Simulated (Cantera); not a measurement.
What does this Cantera script print?

```python
import numpy as np
import cantera as ct

gas_names = """
    F F2 H HF H2 H2F2 H3F3 H4F4 H5F5 H6F6 H7F7 Si SiF SiF2 SiF3 SiF4 SiH SiHF3 SiH2 SiH2F2 SiH3 SiH3F
    SiH4 Si2 Si3
""".split()
cond_names = """
    Si(cr) Si(L)
""".split()


# ... load() reads the species with a 1 bar reference pressure and builds the phases ...
atoms = {
    'Si': {'Si': 1},
    'HF': {'H': 1, 'F': 1},
    'H2': {'H': 2},
}
top_T = {}  # K; cautious upper limits of use, not melting points


# ... equilibrate(T, P, feed) seeds the gas with the atoms and calls Mixture.equilibrate('TP', solver="vcs", rtol=1e-11, max_steps=5000) ...
results = []
feed = {'Si': 1, 'HF': 15, 'H2': 1.2}  # mol
P = 98  # Pa
for T in [1025, 1125, 1225, 1325, 1425, 1525, 1625]:
    mix = equilibrate(T, P, feed)
    results.append((T, P, feed, dict(zip(mix.species_names, mix.species_moles))))

top = {s: max(r[3][s] / sum(r[3][g] for g in gas_names) for r in results) for s in gas_names}
cols = sorted((s for s in top if top[s] > 1e-06), key=lambda s: -top[s])[:6]
seen = [c for c in cond_names if any(r[3].get(c, 0) > 1e-12 for r in results)]
print("log10 of partial pressures in bar; condensed amounts in mol")
print(f"{'T/K':>10s}" + "".join(f"{s[:9]:>10s}" for s in cols + seen))
for T, P, feed, n in results:
    ng = sum(n[g] for g in gas_names)
    print(f"{T:10.4g}" + "".join(f"{np.log10(max(n[s] / ng * P / 1e5, 1e-99)):10.3f}" for s in cols)
          + "".join(f"{n.get(c, 0):10.4g}" for c in seen))
```

Result:

```
log10 of partial pressures in bar; condensed amounts in mol
       T/K        HF        H2      SiF4      SiF3         H      SiF2
      1025    -3.149    -3.685    -4.191   -10.433   -10.204   -16.392
      1125    -3.149    -3.685    -4.191    -9.288    -9.195   -14.250
      1225    -3.149    -3.685    -4.191    -8.333    -8.349   -12.464
      1325    -3.149    -3.686    -4.191    -7.525    -7.629   -10.953
      1425    -3.149    -3.686    -4.192    -6.833    -7.009    -9.660
      1525    -3.149    -3.687    -4.195    -6.237    -6.469    -8.543
      1625    -3.149    -3.689    -4.205    -5.724    -5.996    -7.577
```

These are equilibrium values from Cantera (NASA tables, ideal gas, pure condensed phases), not measurements of a reactor. The tables' values for SiF3, SiF2 are old estimates; treat these amounts as uncertain.
